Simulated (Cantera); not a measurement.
Input (Python, Cantera) and output of one run.

```python
import numpy as np
import cantera as ct

gas_names = """
    H2 C6H6
""".split()
cond_names = """
    C(gr)
""".split()


# ... load() reads the species with a 1 bar reference pressure and builds the phases ...
species = {s.name: s for s in load("nasa_gas.yaml", gas_names) + load("nasa_condensed.yaml", cond_names)}
# Each term lists the table entries of one substance; the one whose range holds T is used.
reactions = {
    '3 H2(g) + 6 C = C6H6(g)':
        [(-3, ['H2']), (-6, ['C(gr)']), (1, ['C6H6'])],
}


def pick(names, T):
    return next(species[n] for n in names if species[n].thermo.min_temp <= T <= species[n].thermo.max_temp)


results = []
for label, terms in reactions.items():
    print(label)
    print("     T/K   dH/kJ  dS/(J/K)   dG/kJ   log10 K")
    for T in [1023, 1073, 1123, 1173, 1223, 1273, 1323, 1373]:
        used = [(nu, pick(names, T)) for nu, names in terms]
        dH = sum(nu * s.thermo.h(T) for nu, s in used) / 1e6
        dS = sum(nu * s.thermo.s(T) for nu, s in used) / 1e3
        dG = dH - T * dS / 1e3
        logK = -dG * 1e6 / (ct.gas_constant * T * np.log(10))
        results.append((label, T, dH, dS, dG, logK, [s.name for _, s in used]))
        print(f"{T:8g} {dH:8.1f} {dS:8.1f} {dG:8.1f} {logK:8.2f}")
```

It prints:

```
3 H2(g) + 6 C = C6H6(g)
     T/K   dH/kJ  dS/(J/K)   dG/kJ   log10 K
    1023     62.6   -197.9    265.1   -13.53
    1073     62.2   -198.3    275.0   -13.39
    1123     61.9   -198.6    284.9   -13.25
    1173     61.6   -198.8    294.8   -13.13
    1223     61.4   -199.0    304.8   -13.02
    1273     61.2   -199.1    314.7   -12.91
    1323     61.1   -199.2    324.7   -12.82
    1373     61.0   -199.3    334.6   -12.73
```

Cantera with NASA thermochemical tables; ideal gases at 1 bar, condensed phases pure. Condensed species are held in their standard states even where they would react or evaporate.
